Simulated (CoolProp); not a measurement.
Propyne along the isobar 0.912 MPa: Z from the reference equation and from simpler models built on Tc = 129.6 °C, pc = 5.658 MPa, ω = 0.204; each cubic takes its own stable root.

Values from CoolProp's reference Helmholtz-energy equation of state, Polt 1992. This equation is an older, rougher fit.

```json
[
 {"T (°C)": "88.85", "phase": "gas", "reference": "0.9153", "van der Waals": "0.9345", "Redlich-Kwong": "0.9211", "Soave-Redlich-Kwong": "0.9182", "Peng-Robinson": "0.9115"},
 {"T (°C)": "99.05", "phase": "gas", "reference": "0.9234", "van der Waals": "0.9390", "Redlich-Kwong": "0.9275", "Soave-Redlich-Kwong": "0.9255", "Peng-Robinson": "0.9189"},
 {"T (°C)": "109.25", "phase": "gas", "reference": "0.9304", "van der Waals": "0.9430", "Redlich-Kwong": "0.9333", "Soave-Redlich-Kwong": "0.9320", "Peng-Robinson": "0.9256"},
 {"T (°C)": "119.45", "phase": "gas", "reference": "0.9365", "van der Waals": "0.9467", "Redlich-Kwong": "0.9384", "Soave-Redlich-Kwong": "0.9378", "Peng-Robinson": "0.9316"},
 {"T (°C)": "129.65", "phase": "gas", "reference": "0.9419", "van der Waals": "0.9501", "Redlich-Kwong": "0.9431", "Soave-Redlich-Kwong": "0.9431", "Peng-Robinson": "0.9370"},
 {"T (°C)": "139.75", "phase": "gas", "reference": "0.9466", "van der Waals": "0.9532", "Redlich-Kwong": "0.9472", "Soave-Redlich-Kwong": "0.9478", "Peng-Robinson": "0.9418"},
 {"T (°C)": "149.95", "phase": "gas", "reference": "0.9508", "van der Waals": "0.9560", "Redlich-Kwong": "0.9510", "Soave-Redlich-Kwong": "0.9520", "Peng-Robinson": "0.9463"},
 {"T (°C)": "160.15", "phase": "gas", "reference": "0.9545", "van der Waals": "0.9586", "Redlich-Kwong": "0.9545", "Soave-Redlich-Kwong": "0.9559", "Peng-Robinson": "0.9503"},
 {"T (°C)": "170.35", "phase": "gas", "reference": "0.9579", "van der Waals": "0.9611", "Redlich-Kwong": "0.9576", "Soave-Redlich-Kwong": "0.9594", "Peng-Robinson": "0.9540"},
 {"T (°C)": "180.45", "phase": "gas", "reference": "0.9609", "van der Waals": "0.9633", "Redlich-Kwong": "0.9605", "Soave-Redlich-Kwong": "0.9626", "Peng-Robinson": "0.9573"},
 {"T (°C)": "190.65", "phase": "gas", "reference": "0.9637", "van der Waals": "0.9653", "Redlich-Kwong": "0.9631", "Soave-Redlich-Kwong": "0.9656", "Peng-Robinson": "0.9604"},
 {"T (°C)": "200.85", "phase": "gas", "reference": "0.9662", "van der Waals": "0.9673", "Redlich-Kwong": "0.9655", "Soave-Redlich-Kwong": "0.9683", "Peng-Robinson": "0.9632"}
]
```
